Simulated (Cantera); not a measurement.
Input: 1 mol SiCl₄, 31 mol NH₃, 32 mol H₂, equilibrated at 43.0 Pa.

These are equilibrium values from Cantera (NASA tables, ideal gas, pure condensed phases), not measurements of a reactor. Candidate condensed phases: NH₄Cl, Si, Si₃N₄; 28 gas species. Rates play no part. All values below are at 1448 K.

Base state: H₂ 0.803, N₂ 0.157, HCl 0.0376, SiCl₂ 0.00212, H 0.000398, Cl 1.52e-5 (mole fractions); condensed: Si₃N₄(s).

Problem. What changes in the equilibrium state with this change: pressure from 43.0 Pa to 1330 Pa?

Solution. 
```json
[
 {"species": "H₂", "before": "0.803", "after": "0.803"},
 {"species": "N₂", "before": "0.157", "after": "0.156"},
 {"species": "HCl", "before": "0.0376", "after": "0.0414"},
 {"species": "SiCl₂", "before": "0.00212", "after": "0.000261"},
 {"species": "H", "before": "0.000398", "after": "7.15e-5"},
 {"species": "Cl", "before": "1.52e-5", "after": "3.01e-6"},
 {"species": "Si₃N₄(s), mol", "before": "0.266", "after": "0.325"}
]
```
